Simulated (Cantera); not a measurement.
## Stirred combustor or abatement burner

A perfectly stirred reactor is fed with CH4 : O2 : N2 = 1 : 2 : 5.78 (molar parts), equivalence ratio 1.0, at 1130 Torr; it is adiabatic with a 750 K inlet, and is followed from long to short residence time, starting on the burning branch (τ in s: 0.36, 0.17, 0.076, 0.035, 0.016, 0.0074, 0.0034, 0.0016, 0.00073, 0.00033, 0.00015, 7.1e-05).

Computed with Cantera and GRI-Mech 3.0 (53 species, 325 reactions).

```csv
τ (s),T (K),x CH4,x O2,x H2O2,x OH,x NO,x O,x C2H
0.36,2590,1.43e-7,0.0151,2.57e-7,0.0126,0.00639,0.00225,<1e-12
0.17,2590,3.01e-7,0.0151,2.57e-7,0.0127,0.00630,0.00226,<1e-12
0.076,2590,6.70e-7,0.0152,2.58e-7,0.0127,0.00612,0.00228,<1e-12
0.035,2589,1.44e-6,0.0154,2.59e-7,0.0128,0.00575,0.00231,1.16e-12
0.016,2586,3.09e-6,0.0159,2.60e-7,0.0130,0.00509,0.00239,4.41e-12
0.0074,2580,6.44e-6,0.0166,2.61e-7,0.0133,0.00410,0.00253,1.69e-11
0.0034,2568,1.32e-5,0.0177,2.61e-7,0.0138,0.00289,0.00278,6.30e-11
0.0016,2543,2.59e-5,0.0193,2.57e-7,0.0144,0.00182,0.00319,2.04e-10
0.00073,2498,5.04e-5,0.0215,2.55e-7,0.0153,0.00102,0.00390,6.01e-10
0.00033,2433,9.78e-5,0.0244,2.64e-7,0.0163,0.000544,0.00492,1.60e-9
0.00015,2357,0.000193,0.0278,2.96e-7,0.0168,0.000292,0.00609,4.19e-9
7.1e-5,2282,0.000390,0.0316,3.49e-7,0.0167,0.000170,0.00698,1.15e-8
```
x: mole fraction; the columns are a selection and need not sum to one.
